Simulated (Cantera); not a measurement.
An isothermal, constant-pressure homogeneous reactor starts with CO : O2 : H2O : N2 = 0.0014 : 0.082 : 0.00037 : 1 (molar parts), equivalence ratio 0.0085, at 1098 K and 4.64 atm. Integrator tolerance rtol = 1e-08.

Computed with Cantera and GRI-Mech 3.0 (53 species, 325 reactions).

### Question
What does this change do: H2O 0.00037 to 0.00011 parts?

### Answer
```
quantity                                             before                                      after
----------------  -----------------------------------------  -----------------------------------------
x(CO) at 4.00 s   0.000212 (gas-phase equilibrium 2.77e-12)  0.000552 (gas-phase equilibrium 2.77e-12)
x(O2) at 4.00 s       0.0752 (gas-phase equilibrium 0.0750)      0.0753 (gas-phase equilibrium 0.0751)
x(H2O) at 4.00 s  0.000341 (gas-phase equilibrium 0.000342)  0.000101 (gas-phase equilibrium 0.000102)
x(OH) at 4.00 s     2.78e-8 (gas-phase equilibrium 2.03e-8)    1.19e-8 (gas-phase equilibrium 1.11e-8)
x(CO2) at 4.00 s    0.00108 (gas-phase equilibrium 0.00129)   0.000740 (gas-phase equilibrium 0.00129)
x(H) at 4.00 s      7.33e-11 (gas-phase equilibrium <1e-12)    7.85e-11 (gas-phase equilibrium <1e-12)
```

### Question
What does this change do: CO 0.0014 to 0.0048 parts?

### Answer
```
quantity                                             before                                      after
----------------  -----------------------------------------  -----------------------------------------
x(CO) at 4.00 s   0.000212 (gas-phase equilibrium 2.77e-12)  0.000539 (gas-phase equilibrium 9.58e-12)
x(O2) at 4.00 s       0.0752 (gas-phase equilibrium 0.0750)      0.0736 (gas-phase equilibrium 0.0734)
x(H2O) at 4.00 s  0.000341 (gas-phase equilibrium 0.000342)  0.000341 (gas-phase equilibrium 0.000341)
x(OH) at 4.00 s     2.78e-8 (gas-phase equilibrium 2.03e-8)    2.81e-8 (gas-phase equilibrium 2.01e-8)
x(CO2) at 4.00 s    0.00108 (gas-phase equilibrium 0.00129)    0.00388 (gas-phase equilibrium 0.00442)
x(H) at 4.00 s      7.33e-11 (gas-phase equilibrium <1e-12)    1.79e-10 (gas-phase equilibrium <1e-12)
```
